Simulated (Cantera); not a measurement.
## Thermodynamics of silicon nitride deposition, feed SiH2Cl2 + NH3

Charge: 1 mol SiH2Cl2, a varied amount of NH3, at 1527 °C and 133 Pa.

Equilibrium computed with Cantera from the NASA thermochemical tables; the gas is ideal and each condensed phase is pure. Candidate condensed phases: NH4Cl, Si, Si3N4; 28 gas species. The tables' values for SiCl, SiCl3, SiN are old estimates; treat these amounts as uncertain. Gases not in the tables: Si2H6 and higher silanes. Kinetics and transport are ignored.

```tsv
n(NH3) (mol)	x H2	x SiCl2	x HCl	x N2	n Si(l)
0.12	0.414	0.332	0.211	0.0266	0.235
0.25	0.441	0.291	0.204	0.0496	0.252
0.38	0.463	0.257	0.196	0.0683	0.268
0.51	0.482	0.230	0.189	0.0838	0.282
0.65	0.499	0.206	0.182	0.0977	0.296
0.78	0.513	0.187	0.176	0.109	0.309
0.91	0.526	0.172	0.171	0.118	0.320
1	0.533	0.162	0.167	0.124	0.328
1.2	0.548	0.143	0.159	0.135	0.343
1.3	0.555	0.135	0.156	0.140	0.351
1.4	0.561	0.128	0.153	0.145	0.358
1.6	0.572	0.116	0.146	0.153	0.371
1.7	0.577	0.110	0.143	0.156	0.377
```
x: gas mole fraction; n: condensed amount in mol.

From 0.12 mol NH3 to 1.7 mol NH3 the condensed part is Si(l). The main Si-bearing gas is SiCl2 throughout. The share of Si in condensed phases is highest at 1.7 mol NH3 (37.7 %) and lowest at 0.12 mol NH3 (23.5 %).
